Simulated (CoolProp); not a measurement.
The fluid at 556.23 K and 8.21 MPa is throttled through a valve to 4.52 MPa with no heat exchange. The same conditions are run with several fluids, on thermodynamics alone (safety and materials aside).

The numbers come from the reference Helmholtz-energy equation of state of each fluid (carbon dioxide: Span 1996; cyclohexane: Zhou 2014; n-heptane: Span 2003; ethanol: Schroeder 2014; propylene: Lemmon 2013) in CoolProp.

Rank carbon dioxide, cyclohexane, n-heptane, ethanol, propylene by temperature change (K), highest first.

n-heptane (-4.6), cyclohexane (-5.8), carbon dioxide (-8.3), propylene (-11.4), ethanol (-35.1)

| fluid | final phase | final density (kg/m³) |
|---|---|---|
| carbon dioxide | gas | 44.5 |
| cyclohexane | liquid | 419 |
| n-heptane | supercritical | 371 |
| ethanol | gas | 65.1 |
| propylene | gas | 45.7 |
